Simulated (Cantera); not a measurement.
Mixture: H2 : O2 : N2 : NO = 1 : 0.417 : 1.57 : 0.011 (molar parts), at 1.00 atm, adiabatic and at constant volume. Ignition delay is the time to a rise of 400 K.

Model: GRI-Mech 3.0 (53 species, 325 reactions), integrated in Cantera. The mechanism lacks 2 NO + O2 → 2 NO2 and HONO, so NO2 and the effect of NO are under-described below about 1400 K. Where the delays flatten at high temperature, the 400 K rule measures the pace of heat release, not the induction time.

**Question.** Predict: delay at 1025 K; delay at 1100 K; delay at 1175 K; delay at 1250 K; delay at 1325 K; delay at 1400 K; delay at 1475 K.

**Answer.** 
| Quantity | Value |
|---|---|
| delay at 1025 K | 0.144 ms |
| delay at 1100 K | 79.9 µs |
| delay at 1175 K | 50.1 µs |
| delay at 1250 K | 34.2 µs |
| delay at 1325 K | 25.0 µs |
| delay at 1400 K | 19.3 µs |
| delay at 1475 K | 15.8 µs |
